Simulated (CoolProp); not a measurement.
Aqueous methanol as a coolant, at 26 °C, 1 atm.

Model: Melinder's fits for secondary coolants, in CoolProp.

| mass % | freezing point (°C) | conductivity (W/(m K)) | Prandtl number | density (kg/m³) | cp (kJ/(kg K)) |
|---|---|---|---|---|---|
| 4.9 | -2.9 | 0.577 | 7.17 | 988.2 | 4.193 |
| 11.4 | -7.6 | [?] | 8.91 | 977.8 | 4.178 |
| 17.8 | -13.0 | 0.502 | 10.7 | [?] | 4.132 |
| 24.2 | -19.3 | [?] | 12.4 | 957.9 | 4.072 |
| 30.6 | -26.4 | 0.434 | 13.9 | 947.5 | [?] |
| 37.1 | -34.7 | 0.402 | [?] | [?] | 3.901 |
| 43.5 | -43.9 | [?] | 15.5 | [?] | 3.779 |
| 49.9 | -54.3 | 0.348 | 15.6 | 911.9 | 3.634 |
| 56.3 | -65.8 | 0.324 | 15.3 | 898.4 | 3.486 |

Q: Some entries are withheld; supply them.

A: 
- 11.4, conductivity (W/(m K)): 0.538
- 17.8, density (kg/m³): 967.9
- 24.2, conductivity (W/(m K)): 0.467
- 30.6, cp (kJ/(kg K)): 3.997
- 37.1, Prandtl number: 15.0
- 37.1, density (kg/m³): 936.2
- 43.5, conductivity (W/(m K)): 0.374
- 43.5, density (kg/m³): 924.5
